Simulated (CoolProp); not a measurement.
A closed Brayton cycle with carbon dioxide: compressor inlet 305.15 K and 8.9 MPa, high pressure 21.7 MPa, turbine inlet 850 K, compressor efficiency 0.85, turbine efficiency 0.85, recuperator effectiveness 0.9 (on enthalpy, no pinch check). Each further row changes one setting.

The numbers come from the reference Helmholtz-energy equation of state, Span 1996 in CoolProp.

```csv
case,thermal efficiency (%),net work (kJ/kg),compressor to turbine work,compressor exit (K),turbine exit (K)
as stated,32.9,95.2,0.17,326.5,746.7
turbine inlet 800 K,31.7,87.6,0.19,326.5,700.3
compressor inlet 315.15 K,32.2,___,___,367.7,746.7
high pressure 18.4 MPa,30.5,80.0,___,321.9,765.3
recuperator effectiveness 0.5,___,95.2,0.17,326.5,746.7
```

### Question
Fill in the missing entries.

### Answer

- compressor inlet 315.15 K, net work (kJ/kg): 83.8
- compressor inlet 315.15 K, compressor to turbine work: 0.27
- high pressure 18.4 MPa, compressor to turbine work: 0.16
- recuperator effectiveness 0.5, thermal efficiency (%): 19.0
